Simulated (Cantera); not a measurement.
A freely propagating, adiabatic, planar premixed flame of C₃H₈ : O₂ : N₂ = 1 : 7.25 : 34.8 (molar parts), equivalence ratio 0.69, unburnt at 475 K and 5.00 bar; mixture-averaged transport, grid criteria slope 0.08 and curve 0.16, no radiation.

Cantera simulation using GRI-Mech 3.0 (53 species, 325 reactions); the numbers are that mechanism's predictions, not measurements. GRI-Mech 3.0 was tuned for natural gas; its chemistry of propane as a main component is partial and can be far from experiment. Burning velocities carry a grid error of a few per cent, more on coarse grids.

Task: Predict: laminar burning velocity; thermal thickness; peak x(HCN); peak x(H₂); peak x(HCO); peak x(CH₂CO).

Result: 
```
Quantity                      Value
------------------------  ---------
laminar burning velocity  19.3 cm/s
thermal thickness          0.197 mm
peak x(HCN)                 6.47e-8
peak x(H₂)                  0.00286
peak x(HCO)                 6.54e-6
peak x(CH₂CO)              0.000757
```
